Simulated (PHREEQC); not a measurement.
Model water analysis in mg/kgw, 4.2 °C, pH 6.71, pe 0.3:

```
constituent         mg/kgw
------------------  ------
Na                    3480
K                      102
Ca                     162
Mg                     152
Cl                    5790
S(6) as SO4            523
Alkalinity as HCO3   0.335
B                     1.48
Zn                    25.7
Si as SiO2              16
Li                    4.81
```

Valence states are taken as typed.

Equilibrium calculation in PHREEQC: ion-association model, wateq4f.dat.

### Question
The ionic strength comes out as 0.187 mol/kgw. What activity coefficients do K+, Mg+2, LiSO4-, HCO3-, ZnCl+ get?

### Answer
K+ 0.72, Mg+2 0.36, LiSO4- 0.75, HCO3- 0.76, ZnCl+ 0.73.

No solid was allowed to form. Saturation is exceeded, for instance for Quartz (slow to form), Chalcedony (slow to form); the values hold only as long as no solid forms. At this temperature some constants are extrapolated from 25 °C, and those without enthalpy data are left unchanged.
